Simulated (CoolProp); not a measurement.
R410A along the isotherm 205 K: fugacity coefficient from the reference equation and from simpler models built on Tc = 344.5 K, pc = 4901 kPa, ω = 0.296; each cubic takes its own stable root.

Computed with CoolProp (reference Helmholtz-energy equation of state, Lemmon 2003). It is a pseudo-pure fit of the blend.

| p (kPa) | phase | reference |
|---|---|---|
| 7.75 | gas | 0.9956 |
| 13.1 | gas | 0.9925 |
| 22.1 | gas | 0.9872 |
| 62.9 | liquid | 0.6187 |
| 106 | liquid | 0.3676 |
| 179 | liquid | 0.2182 |
| 302 | liquid | 0.1298 |
| 510 | liquid | 0.07735 |
| 860 | liquid | 0.04636 |
| 1450 | liquid | 0.02799 |
| 2450 | liquid | 0.01708 |

**Question.** How far does each simpler model (van der Waals, Redlich-Kwong, Soave-Redlich-Kwong, Peng-Robinson) lie from the reference over these 11 states: mean and median of the absolute difference, and the worst?

**Answer.** 
- van der Waals: mean 424.9 %, median 341.9 %, worst +897.7 % at 205 K and 2450 kPa
- Redlich-Kwong: mean 88.9 %, median 130.0 %, worst +133.8 % at 205 K and 2450 kPa
- Soave-Redlich-Kwong: mean 1.3 %, median 1.6 %, worst -2.0 % at 205 K and 62.9 kPa
- Peng-Robinson: mean 0.5 %, median 0.5 %, worst +0.9 % at 205 K and 2450 kPa

At some of these states van der Waals, Redlich-Kwong gives the other phase, because its saturation line lies elsewhere.
